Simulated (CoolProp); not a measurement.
The numbers come from the reference Helmholtz-energy equation of state, Lemmon 2006 in CoolProp. It is a short technical equation, of lower accuracy than the large ones.

**Question.** For C3F8 (R218), give the phase and the Joule-Thomson coefficient (K/MPa) at 370.2 K and 1.01 bar.

**Answer.** 
- 370.2 K and 1.01 bar: gas; Joule-Thomson coefficient 6.40
